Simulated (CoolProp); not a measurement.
A single-stage vapour-compression cycle with the fluoroketone C6F12O (FK-5-1-12): evaporating at 281.15 K (dew point), condensing at 335.15 K (bubble point), superheat 2 K, subcooling 8 K, compressor efficiency 0.65, no pressure losses. Each further row changes one setting.

Model: reference Helmholtz-energy equation of state, McLinden 2015, in CoolProp.

```json
[
 {"case": "as stated", "cooling COP": "2.31", "pressure ratio": "8.32", "discharge temperature (K)": "335.1", "refrigerating effect (kJ/kg)": "50.2", "volumetric capacity (kJ/m³)": "128"},
 {"case": "evaporating temperature 286.15 K", "cooling COP": "2.76", "pressure ratio": "6.55", "discharge temperature (K)": "335.1", "refrigerating effect (kJ/kg)": "54.3", "volumetric capacity (kJ/m³)": "174"},
 {"case": "condensing temperature 330.15 K", "cooling COP": "2.74", "pressure ratio": "7.09", "discharge temperature (K)": "330.1", "refrigerating effect (kJ/kg)": "55.8", "volumetric capacity (kJ/m³)": "143"},
 {"case": "subcooling 13 K", "cooling COP": "2.57", "pressure ratio": "8.32", "discharge temperature (K)": "335.1", "refrigerating effect (kJ/kg)": "55.8", "volumetric capacity (kJ/m³)": "143"},
 {"case": "superheat 12 K", "cooling COP": "2.46", "pressure ratio": "8.32", "discharge temperature (K)": "335.1", "refrigerating effect (kJ/kg)": "58.8", "volumetric capacity (kJ/m³)": "145"},
 {"case": "compressor efficiency 0.55", "cooling COP": "1.95", "pressure ratio": "8.32", "discharge temperature (K)": "335.1", "refrigerating effect (kJ/kg)": "50.2", "volumetric capacity (kJ/m³)": "128"}
]
```

The compression ends wet for: as stated; evaporating temperature 286.15 K; condensing temperature 330.15 K; subcooling 13 K; superheat 12 K; compressor efficiency 0.55.
